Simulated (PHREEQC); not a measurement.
Consider water at 25 °C with 0.014 mol/kgw NH4HF2, 0.091 mol/kgw (NH4)2SiF6, 0.014 mol/kgw HBF4 and 0.00046 mol/kgw H2SO4. Closed to the air; pH follows from the charge balance.

All values are PHREEQC results (ion-association model, phreeqc.dat), not measurements.

```
quantity                    before     after
------------------------  --------  --------
pH                            2.31      3.39
ionic strength (mol/kgw)     0.293     0.309
HF (mol/kgw)                0.0225   0.00766
F- (mol/kgw)               0.00490    0.0200
HF2- (mol/kgw)            0.000417  0.000580
SO4-2 (mol/kgw)           0.000267  0.000295
SI of Quartz (SiO2)          -3.69     -3.05
```

Q: What was changed between the two runs?
(A) 0.021 mol/kgw TMAH added
(B) HBF4 replaced by NaBF4 at the same molality
(C) temperature from 25 to 10 °C
(D) diluted 5-fold with water

A: A, 0.021 mol/kgw TMAH added

This is a speciation only: nothing precipitates in the calculation. (CH3)4N+ isn't in the database: it is added as a free cation with an ion size of 4 Å. SiF6-2 is the database's only silicon fluoride. Real BF4- forms and hydrolyses slowly; the run takes it at equilibrium.
